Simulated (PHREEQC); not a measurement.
1 kg of water holding 0.18 mol/kgw MgSO4 and 0.022 mol/kgw MgCl2 is evaporated at 75 °C; the solids stay in contact with the brine. No CO2 enters from the air. Only these solids could form: Bischofite, Brucite, Epsomite, Hexahydrite, Kieserite, MgCl2_4H2O.

Equilibrium calculation in PHREEQC: Pitzer model, pitzer.dat.

Task: Predict ionic strength, Kieserite (mol), S in solution (mol/kgw) at water left (kg) = 0.03489, 0.02224, 0.01371, 0.007963.

Result: 
```tsv
water left (kg)	ionic strength	Kieserite (mol)	S in solution (mol/kgw)
0.03489	17.7	0.0417	3.96
0.02224	17.0	0.102	3.52
0.01371	15.8	0.142	2.76
0.007963	14.2	0.168	1.48
```

At this temperature some constants are extrapolated from 25 °C, and those without enthalpy data are left unchanged.
